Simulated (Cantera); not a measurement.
Mixture: 18.8 % CH₄, 17.1 % O₂, 64.2 % N₂, equivalence ratio 2.2, at 7500 Torr, adiabatic and at constant volume. Ignition delay is the time to a rise of 400 K.

Detailed kinetics in Cantera: GRI-Mech 3.0 (53 species, 325 reactions).

Predict: delay at 1025 K; delay at 1175 K; delay at 1325 K; delay at 1475 K; delay at 1625 K; apparent activation energy between 1475 and 1625 K.


```json
{
  "delay at 1025 K": "77.8 ms",
  "delay at 1175 K": "9.40 ms",
  "delay at 1325 K": "1.56 ms",
  "delay at 1475 K": "0.317 ms",
  "delay at 1625 K": "75.3 µs",
  "apparent activation energy between 1475 and 1625 K": "190 kJ/mol"
}
```
